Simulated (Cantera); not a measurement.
A perfectly stirred reactor is fed with C₂H₆ : N₂ = 1 : 2.3 (molar parts), at 160 Pa; it is held at 2000 K, and followed from long to short residence time.

Detailed kinetics in Cantera: GRI-Mech 3.0 (53 species, 325 reactions). GRI-Mech 3.0 stops at C3 and has no aromatics, soot or wall deposition, so with more carbon than oxygen in the feed, carbon stays in small species such as C2H2 where larger ones or solid carbon would form. Radical loss at walls, strong at low pressure, is not modelled.

One state of this run: x C₂H₆ = 0.00234; x HCN = 3.47e-5; x CH₃ = 0.0299; x CH₄ = 0.0599; x CH₂ = 0.000186. x: mole fraction; the columns are a selection and need not sum to one.

Question: Which value of τ (s) does it belong to?
A) 0.021
B) 0.00070
C) 0.0039
D) 0.12

Answer: A, 0.021
